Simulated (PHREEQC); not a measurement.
Consider water at 15 °C with 0.081 mmol/kgw Ag2SO4 and 14 mmol/kgw HNO3. Closed to the air; pH follows from the charge balance.

Equilibrium calculation in PHREEQC: ion-association model, wateq4f.dat.

| Property | Value |
|---|---|
| pH | 1.90 |
| ionic strength | 0.0142 mol/kgw |
| total alkalinity | -14.0 meq/kg |

```json
[
 {"species": "NO3-", "molality": "0.0140", "activity": "0.0124", "log γ": "-0.053"},
 {"species": "H+", "molality": "0.0140", "activity": "0.0126", "log γ": "-0.044"},
 {"species": "Ag+", "molality": "0.000161", "activity": "0.000143", "log γ": "-0.051"},
 {"species": "SO4-2", "molality": "4.75e-5", "activity": "2.99e-5", "log γ": "-0.201"},
 {"species": "HSO4-", "molality": "3.35e-5", "activity": "2.98e-5", "log γ": "-0.051"},
 {"species": "AgNO3", "molality": "9.05e-7", "activity": "9.08e-7", "log γ": "0.001"},
 {"species": "AgSO4-", "molality": "8.60e-8", "activity": "7.65e-8", "log γ": "-0.051"}
]
```

No solid was allowed to form.
